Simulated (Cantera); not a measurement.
**Chlorosilane synthesis and conversion: SiCl₄ + H₂**

Feed: 1 mol SiCl₄, 7.9 mol H₂, at 0.100 bar.

Method: chemical equilibrium by Gibbs-energy minimisation in Cantera with the NASA 1993 tables (ideal gas, pure condensed phases). Candidate condensed phases: Si; 19 gas species. The tables' values for SiCl₃, SiCl are old estimates; treat these amounts as uncertain. The numbers say what is thermodynamically allowed, not how fast it happens.

| T (°C) | x H₂ | x HCl | x SiCl₄ | x SiCl₂ | x SiHCl₃ | x SiCl₃ | x SiH₂Cl₂ | x H | n Si(s) |
|---|---|---|---|---|---|---|---|---|---|
| 350 | 0.886 | 0.00213 | 0.110 | 2.21e-11 | 0.00212 | 5.02e-8 | 2.20e-6 | <1e-12 | 0 |
| 450 | 0.882 | 0.00533 | 0.107 | 1.14e-8 | 0.00529 | 2.21e-6 | 1.81e-5 | <1e-12 | 0 |
| 550 | 0.877 | 0.0105 | 0.102 | 1.26e-6 | 0.0103 | 3.78e-5 | 8.72e-5 | 2.17e-11 | 0 |
| 650 | 0.870 | 0.0177 | 0.0950 | 4.78e-5 | 0.0167 | 0.000336 | 0.000286 | 7.22e-10 | 0 |
| 750 | 0.860 | 0.0275 | 0.0861 | 0.000798 | 0.0228 | 0.00180 | 0.000667 | 1.21e-8 | 0 |
| 850 | 0.844 | 0.0464 | 0.0748 | 0.00539 | 0.0233 | 0.00570 | 0.000891 | 1.24e-7 | 0.0108 |
| 950 | 0.814 | 0.0788 | 0.0575 | 0.0185 | 0.0184 | 0.0116 | 0.000781 | 8.58e-7 | 0.0233 |
| 1050 | 0.777 | 0.116 | 0.0344 | 0.0434 | 0.0117 | 0.0165 | 0.000567 | 4.42e-6 | 0 |
| 1150 | 0.740 | 0.156 | 0.0153 | 0.0667 | 0.00564 | 0.0160 | 0.000317 | 1.81e-5 | 0 |
| 1250 | 0.717 | 0.180 | 0.00518 | 0.0827 | 0.00232 | 0.0120 | 0.000167 | 6.19e-5 | 0 |
| 1350 | 0.707 | 0.191 | 0.00159 | 0.0912 | 0.000910 | 0.00788 | 8.79e-5 | 0.000184 | 0 |
| 1450 | 0.702 | 0.196 | 0.000507 | 0.0953 | 0.000374 | 0.00507 | 4.85e-5 | 0.000483 | 0 |
x: gas mole fraction; n: condensed amount in mol.

From 350 °C to 750 °C nothing is condensed. From 850 °C to 950 °C the condensed part is Si(s). From 1050 °C to 1450 °C nothing is condensed. The main Si-bearing gas is SiCl₄ at 350 °C and SiCl₂ at 1450 °C.
